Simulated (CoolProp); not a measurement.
Toluene along the isotherm 281.25 °C: density (kg/m³) from the reference equation and from simpler models built on Tc = 318.6 °C, pc = 4126 kPa, ω = 0.266; each cubic takes its own stable root.

Model: reference Helmholtz-energy equation of state, Lemmon 2006, in CoolProp. It is a short technical equation, of lower accuracy than the large ones.

```
p (kPa)   phase  reference
-------  ------  ---------
32.6        gas     0.6540
47.9        gas     0.9626
70.3        gas      1.416
103         gas      2.083
151         gas      3.070
222         gas      4.551
326         gas      6.766
479         gas      10.13
703         gas      15.31
1030        gas      23.52
1510        gas      37.42
2220        gas      65.27
3260     liquid      545.1
4790     liquid      563.4
7030     liquid      582.5
10300    liquid      602.7
```

Task: How far does each simpler model (van der Waals, Soave-Redlich-Kwong, Peng-Robinson) lie from the reference over these 16 states: mean and median of the absolute difference, and the worst?

Result: 
- van der Waals: mean 10.9 %, median 1.7 %, worst -41.8 % at 281.25 °C and 3260 kPa
- Soave-Redlich-Kwong: mean 4.3 %, median 0.5 %, worst -17.9 % at 281.25 °C and 3260 kPa
- Peng-Robinson: mean 1.2 %, median 0.1 %, worst -7.5 % at 281.25 °C and 3260 kPa
